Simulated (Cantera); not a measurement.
**Moist CO burnout**

An isothermal, constant-pressure homogeneous reactor starts with CO : O₂ : H₂O : N₂ = 0.011 : 0.036 : 0.047 : 1 (molar parts), at 1300 K and 1.30 bar.

Model: GRI-Mech 3.0 (53 species, 325 reactions), integrated in Cantera.

| t (s) | x CO | x O₂ | x H₂O | x CO₂ | x HO₂ | x N₂O |
|---|---|---|---|---|---|---|
| 7.00e-6 | 0.0101 | 0.0329 | 0.0430 | 6.55e-10 | 5.30e-11 | <1e-12 |
| 2.88e-5 | 0.0101 | 0.0329 | 0.0430 | 3.12e-9 | 2.55e-10 | <1e-12 |
| 0.000118 | 0.0101 | 0.0329 | 0.0430 | 3.54e-8 | 3.88e-9 | <1e-12 |
| 0.000487 | 0.0100 | 0.0329 | 0.0430 | 2.01e-5 | 2.12e-6 | 4.90e-10 |
| 0.00201 | 0.00228 | 0.0291 | 0.0428 | 0.00781 | 7.34e-6 | 3.02e-7 |
| 0.00825 | 0.000153 | 0.0281 | 0.0431 | 0.00995 | 1.02e-6 | 4.77e-7 |
| 0.0339 | 7.14e-6 | 0.0280 | 0.0432 | 0.0101 | 7.28e-8 | 5.00e-7 |
| 0.140 | 1.76e-7 | 0.0280 | 0.0432 | 0.0101 | 8.80e-9 | 3.96e-7 |
| 0.574 | 8.98e-9 | 0.0280 | 0.0432 | 0.0101 | 5.87e-9 | 1.38e-7 |
| 2.36 | 8.16e-9 | 0.0280 | 0.0432 | 0.0101 | 5.80e-9 | 1.40e-8 |
| 9.72 | 8.15e-9 | 0.0280 | 0.0432 | 0.0101 | 5.80e-9 | 1.28e-8 |
| 40.0 | 8.15e-9 | 0.0280 | 0.0432 | 0.0101 | 5.80e-9 | 1.28e-8 |
x: mole fraction; the columns are a selection and need not sum to one.

Equilibrium at this temperature and pressure: CO 8.16e-9, O₂ 0.0279, H₂O 0.0432, CO₂ 0.0101, HO₂ 5.79e-9, N₂O 1.28e-8 (gas phase only).
